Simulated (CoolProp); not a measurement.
The numbers come from the reference Helmholtz-energy equation of state, Lemmon 2004 in CoolProp. It is a short technical equation, of lower accuracy than the large ones.

Task: Give the vapour pressure (MPa), liquid density (kg/m³), vapour Z, liquid viscosity (µPa s) of saturated n-dodecane at 328.8, 417.6 K.

Result: 
```csv
T (K),p (MPa),liquid density (kg/m³),vapour Z,liquid viscosity (µPa s)
328.8,0.000172,723,0.999,846
417.6,0.0126,655,0.984,339
```

Viscosity comes from a separate model (Huber 2004).
